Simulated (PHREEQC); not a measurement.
Dissolve 0.24 mol TMAH and 0.054 mol K3PO4 per kg of water at 25 °C. Closed to the air; pH follows from the charge balance.

Equilibrium calculation in PHREEQC: ion-association model, phreeqc.dat.

**Question.** The ionic strength comes out as 0.562 mol/kgw. What activity coefficients do OH-, K+, PO4-3, HPO4-2, KHPO4- get?

**Answer.** OH- 0.62, K+ 0.64, PO4-3 0.018, HPO4-2 0.21, KHPO4- 0.69.

No solid was allowed to form. Species that the database lacks are ignored. (CH3)4N+ isn't in the database: it is added as a free cation with an ion size of 4 Å.
